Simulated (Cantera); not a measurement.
## Carbon deposition, reforming and gasification: CO + H2 + N2 + NH3

Input: 1 mol CO, 3.9 mol H2, 2.8 mol N2, 0.018 mol NH3, at 2000 Pa.

These are equilibrium values from Cantera (NASA tables, ideal gas, pure condensed phases), not measurements of a reactor. Candidate condensed phases: C, C6H6, C7H8, C8H18, H2O; 136 gas species. Rates play no part.

From 325 °C to 725 °C the condensed part is C(graphite). From 925 °C to 2325 °C nothing is condensed. The main C-bearing gas is CH4 at 325 °C and CO at 2325 °C.

```
T (°C)  log p H2  log p N2  log p H  log p CH4  log p H2O  log p CO  log p CO2  n C(graphite)
------  --------  --------  -------  ---------  ---------  --------  ---------  -------------
325        -2.29     -2.03     <-13      -2.58      -2.58     -4.64      -3.47         0.0982
525        -2.00     -2.12   -12.58      -3.87      -3.39     -2.77      -3.52          0.213
725        -1.99     -2.14    -9.66      -5.00      -4.97     -2.59      -5.41        0.00173
925        -1.99     -2.14    -7.72      -6.00      -5.94     -2.59      -6.67              0
1125       -1.99     -2.14    -6.32      -7.16      -6.19     -2.59      -7.12              0
1325       -1.99     -2.14    -5.27      -8.20      -6.21     -2.59      -7.28              0
1525       -1.99     -2.14    -4.45      -9.01      -6.21     -2.59      -7.38              0
1725       -2.00     -2.14    -3.79      -9.67      -6.21     -2.59      -7.46              0
1925       -2.01     -2.14    -3.26     -10.23      -6.22     -2.59      -7.52              0
2125       -2.04     -2.16    -2.82     -10.74      -6.25     -2.60      -7.58              0
2325       -2.12     -2.18    -2.48     -11.25      -6.33     -2.63      -7.65              0
```
log p: log10 of the partial pressure in bar; n: condensed amount in mol.
